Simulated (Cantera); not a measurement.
Input (Python, Cantera) and output of one run.

```python
import numpy as np
import cantera as ct

gas_names = """
    CL CL2 H HCL H2 N NH NH2 NH3 N2 N2H2 N2H4 Si SiCL SiCL2 SiCL3 SiCL4 SiH SiHCL3 SiH2 SiH2CL2 SiH3
    SiH3CL SiH4 SiN Si2 Si2N Si3
""".split()
cond_names = """
    NH4CL(a) NH4CL(b) Si(cr) Si(L) Si3N4(a)
""".split()


def load(file, names, dense=False):
    # The tables refer to 1 bar. Condensed volumes are neglected.
    table = {s.name: s for s in ct.Species.list_from_file(file)}
    out = []
    for n in names:
        d = dict(table[n].input_data)
        d["thermo"] = dict(d["thermo"], **{"reference-pressure": 1e5})
        if dense:
            d["equation-of-state"] = {"model": "constant-volume", "density": "1e6 g/cm^3"}
        out.append(ct.Species.from_dict(d))
    return out


gas = ct.Solution(thermo="ideal-gas", species=load("nasa_gas.yaml", gas_names))
cond = {s.name: ct.Solution(thermo="fixed-stoichiometry", species=[s], name=s.name)
        for s in load("nasa_condensed.yaml", cond_names, dense=True)}
atoms = {
    'Si2Cl6': {'Si': 2, 'CL': 6},
    'N2': {'N': 2},
    'H2': {'H': 2},
}
top_T = {'Si3N4(a)': 2400}  # K; cautious upper limits of use, not melting points


def equilibrate(T, P, feed):
    n = {}
    for name, mol in feed.items():
        for a, k in atoms[name].items():
            n[a] = n.get(a, 0.0) + k * mol
    gas.TPX = T, P, n
    mass = sum(n.values()) * gas.mean_molecular_weight
    gas.equilibrate("TP")
    valid = [c for c in cond.values() if c.min_temp <= T <= top_T.get(c.name, c.max_temp)]
    mix = ct.Mixture([(gas, mass / gas.mean_molecular_weight)] + [(c, 0.0) for c in valid])
    mix.T, mix.P = T, P
    mix.equilibrate("TP", solver="vcs", rtol=1e-11, max_steps=5000)
    return mix


results = []
T = 1725  # K
P = 13332.2  # Pa
for m in [1.9, 2.7, 3.7, 5.1, 7.1, 9.8, 14, 19, 26, 36, 50, 69]:
    feed = {'Si2Cl6': 1, 'N2': 9.4, 'H2': m}  # mol
    mix = equilibrate(T, P, feed)
    results.append((T, P, feed, dict(zip(mix.species_names, mix.species_moles))))

top = {s: max(r[3][s] / sum(r[3][g] for g in gas_names) for r in results) for s in gas_names}
cols = sorted((s for s in top if top[s] > 1e-06), key=lambda s: -top[s])[:5]
seen = [c for c in cond_names if any(r[3].get(c, 0) > 1e-12 for r in results)]
print("log10 of partial pressures in bar; condensed amounts in mol")
print(f"{'n(H2)':>10s}" + "".join(f"{s[:9]:>10s}" for s in cols + seen))
for T, P, feed, n in results:
    ng = sum(n[g] for g in gas_names)
    print(f"{feed['H2']:10.4g}" + "".join(f"{np.log10(max(n[s] / ng * P / 1e5, 1e-99)):10.3f}" for s in cols)
          + "".join(f"{n.get(c, 0):10.4g}" for c in seen))
```

It prints:

```
log10 of partial pressures in bar; condensed amounts in mol
     n(H2)        H2        N2       HCL     SiCL2     SiCL3  Si3N4(a)
       1.9    -2.078    -1.054    -1.711    -1.845    -2.664   0.06737
       2.7    -1.877    -1.081    -1.650    -1.905    -2.764    0.1274
       3.7    -1.714    -1.113    -1.612    -1.972    -2.874    0.1832
       5.1    -1.564    -1.153    -1.591    -2.053    -3.009    0.2397
       7.1    -1.428    -1.205    -1.590    -2.151    -3.174     0.295
       9.8    -1.314    -1.267    -1.609    -2.261    -3.360    0.3439
        14    -1.209    -1.348    -1.652    -2.398    -3.592    0.3912
        19    -1.136    -1.428    -1.706    -2.527    -3.812    0.4256
        26    -1.075    -1.520    -1.777    -2.668    -4.054    0.4554
        36    -1.025    -1.625    -1.864    -2.822    -4.321    0.4812
        50    -0.987    -1.739    -1.964    -2.985    -4.603    0.5028
        69    -0.958    -1.858    -2.071    -3.149    -4.889    0.5206
```

These are equilibrium values from Cantera (NASA tables, ideal gas, pure condensed phases), not measurements of a reactor. The feed counts by its element totals alone. The tables' values for SiCl3, SiCl are old estimates; treat these amounts as uncertain.
